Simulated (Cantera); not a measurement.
An isothermal, constant-pressure homogeneous reactor starts with C3H8 : H2 = 1 : 39 (molar parts), at 1975 K and 0.0267 bar.

Model: GRI-Mech 3.0 (53 species, 325 reactions), integrated in Cantera. GRI-Mech 3.0 was tuned for natural gas; its chemistry of propane as a main component is partial and can be far from experiment. GRI-Mech 3.0 stops at C3 and has no aromatics, soot or wall deposition, so with more carbon than oxygen in the feed, carbon stays in small species such as C2H2 where larger ones or solid carbon would form. Radical loss at walls, strong at low pressure, is not modelled.

x: mole fraction; the columns are a selection and need not sum to one.

```json
[
 {"t (s)": "1.00e-5", "x C3H8": "0.0177", "x H2": "0.966", "x C2H6": "0.000479", "x C2H2": "1.20e-5", "x CH4": "0.00199", "x CH3": "0.00549", "x CH2": "3.12e-6"},
 {"t (s)": "3.62e-5", "x C3H8": "0.00309", "x H2": "0.941", "x C2H6": "0.000629", "x C2H2": "0.00113", "x CH4": "0.0187", "x CH3": "0.0122", "x CH2": "5.10e-5"},
 {"t (s)": "0.000131", "x C3H8": "1.30e-7", "x H2": "0.934", "x C2H6": "1.58e-5", "x C2H2": "0.0114", "x CH4": "0.0302", "x CH3": "0.00706", "x CH2": "5.11e-5"},
 {"t (s)": "0.000473", "x C3H8": "…", "x H2": "0.938", "x C2H6": "…", "x C2H2": "…", "x CH4": "0.0293", "x CH3": "…", "x CH2": "…"},
 {"t (s)": "0.00171", "x C3H8": "1.95e-9", "x H2": "0.943", "x C2H6": "6.11e-6", "x C2H2": "0.0208", "x CH4": "0.0258", "x CH3": "0.00360", "x CH2": "2.08e-5"},
 {"t (s)": "0.00618", "x C3H8": "5.73e-10", "x H2": "0.948", "x C2H6": "2.73e-6", "x C2H2": "0.0246", "x CH4": "0.0193", "x CH3": "0.00220", "x CH2": "1.20e-5"},
 {"t (s)": "0.0224", "x C3H8": "8.91e-11", "x H2": "0.953", "x C2H6": "7.90e-7", "x C2H2": "0.0294", "x CH4": "0.0102", "x CH3": "0.00120", "x CH2": "7.65e-6"},
 {"t (s)": "0.0809", "x C3H8": "2.99e-12", "x H2": "0.957", "x C2H6": "8.14e-8", "x C2H2": "0.0332", "x CH4": "0.00296", "x CH3": "0.000419", "x CH2": "3.57e-6"},
 {"t (s)": "0.292", "x C3H8": "<1e-12", "x H2": "0.957", "x C2H6": "4.04e-9", "x C2H2": "0.0344", "x CH4": "0.000608", "x CH3": "9.99e-5", "x CH2": "1.04e-6"},
 {"t (s)": "1.06", "x C3H8": "<1e-12", "x H2": "0.957", "x C2H6": "2.83e-10", "x C2H2": "0.0346", "x CH4": "0.000152", "x CH3": "2.59e-5", "x CH2": "2.84e-7"},
 {"t (s)": "3.82", "x C3H8": "<1e-12", "x H2": "0.957", "x C2H6": "1.01e-10", "x C2H2": "0.0347", "x CH4": "8.39e-5", "x CH3": "1.43e-5", "x CH2": "1.57e-7"},
 {"t (s)": "13.8", "x C3H8": "<1e-12", "x H2": "0.957", "x C2H6": "9.78e-11", "x C2H2": "0.0347", "x CH4": "8.23e-5", "x CH3": "1.40e-5", "x CH2": "1.54e-7"},
 {"t (s)": "50.0", "x C3H8": "<1e-12", "x H2": "0.957", "x C2H6": "9.78e-11", "x C2H2": "0.0347", "x CH4": "8.23e-5", "x CH3": "1.40e-5", "x CH2": "1.54e-7"}
]
```

Problem. Some entries are withheld; supply them.

Solution. 
- 0.000473, x C3H8: 4.26e-9
- 0.000473, x C2H6: 1.02e-5
- 0.000473, x C2H2: 0.0179
- 0.000473, x CH3: 0.00520
- 0.000473, x CH2: 3.30e-5
